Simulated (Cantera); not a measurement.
What does this Cantera script print?

```python
import numpy as np
import cantera as ct

gas_names = """
    B BF BF2 BF3 BH BHF2 BH2 BH3 BO BOF BOF2 BO2 B2 B2O B2O2 B2O3 B3O3F3 B3O3H3 F FO FO2 F2 F2O H HBO
    HBO2 HF HOF HO2 H2 H2F2 H2O H2O2 H3B3O6 H3F3 H4F4 H5F5 H6F6 H7F7 O OH O2 O3
""".split()
cond_names = """
    B(b) B(L) B2O3(L) B3O3H3(cr) H2O(s) H2O(L)
""".split()


# ... load() reads the species with a 1 bar reference pressure and builds the phases ...
atoms = {
    'BF3': {'B': 1, 'F': 3},
    'H2': {'H': 2},
    'O2': {'O': 2},
}
top_T = {}  # K; cautious upper limits of use, not melting points


# ... equilibrate(T, P, feed) seeds the gas with the atoms and calls Mixture.equilibrate('TP', solver="vcs", rtol=1e-11, max_steps=5000) ...
results = []
feed = {'BF3': 1, 'H2': 13, 'O2': 0.15}  # mol
P = 470  # Pa
for T in [1523, 1573, 1623, 1673, 1723, 1773, 1823, 1873]:
    mix = equilibrate(T, P, feed)
    results.append((T, P, feed, dict(zip(mix.species_names, mix.species_moles))))

top = {s: max(r[3][s] / sum(r[3][g] for g in gas_names) for r in results) for s in gas_names}
cols = sorted((s for s in top if top[s] > 0.0001), key=lambda s: -top[s])[:7]
seen = [c for c in cond_names if any(r[3].get(c, 0) > 1e-12 for r in results)]
print("log10 of partial pressures in bar; condensed amounts in mol")
print(f"{'T/K':>10s}" + "".join(f"{s[:9]:>10s}" for s in cols + seen))
for T, P, feed, n in results:
    ng = sum(n[g] for g in gas_names)
    print(f"{T:10.4g}" + "".join(f"{np.log10(max(n[s] / ng * P / 1e5, 1e-99)):10.3f}" for s in cols)
          + "".join(f"{n.get(c, 0):10.4g}" for c in seen))
```

It prints:

```
log10 of partial pressures in bar; condensed amounts in mol
       T/K        H2        HF       BF3       BOF       BF2        BF         H
      1523    -2.381    -3.685    -3.656    -4.009    -5.298    -6.537    -5.826
      1573    -2.381    -3.671    -3.668    -4.010    -5.032    -6.070    -5.582
      1623    -2.383    -3.650    -3.688    -4.011    -4.799    -5.656    -5.352
      1673    -2.384    -3.621    -3.717    -4.012    -4.602    -5.298    -5.136
      1723    -2.387    -3.584    -3.758    -4.014    -4.440    -4.996    -4.933
      1773    -2.391    -3.540    -3.814    -4.017    -4.313    -4.746    -4.741
      1823    -2.395    -3.494    -3.885    -4.020    -4.219    -4.541    -4.561
      1873    -2.400    -3.448    -3.974    -4.023    -4.152    -4.372    -4.390
```

Cantera equilibrium calculation (NASA polynomials, part measured and part estimated; ideal gas, pure solids and liquids). The tables' values for BF2 are old estimates; treat these amounts as uncertain.
